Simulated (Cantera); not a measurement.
Mixture: CH4 : O2 : N2 = 1 : 2 : 7.52 (molar parts), at 760 Torr, adiabatic and at constant pressure. Ignition delay is the time to a rise of 400 K.

Cantera simulation using GRI-Mech 3.0 (53 species, 325 reactions); the numbers are that mechanism's predictions, not measurements.

Q: At T0 = 1550 K, what is the delay, and which 7 reactions control it most (d ln τ / d ln k, from doubling and halving each rate constant)?

A: The delay is 0.719 ms.
```csv
reaction,d ln τ / d ln k,faster rate
CH3 + O2 <=> CH3O + O,-0.44,shortens it
H + O2 <=> O + OH,-0.34,shortens it
2 CH3 (+M) <=> C2H6 (+M),0.28,lengthens it
CH4 + H <=> CH3 + H2,0.26,lengthens it
CH3 + HO2 <=> CH3O + OH,-0.15,shortens it
CH3 + O2 <=> CH2O + OH,-0.15,shortens it
2 CH3 <=> C2H5 + H,-0.13,shortens it
```
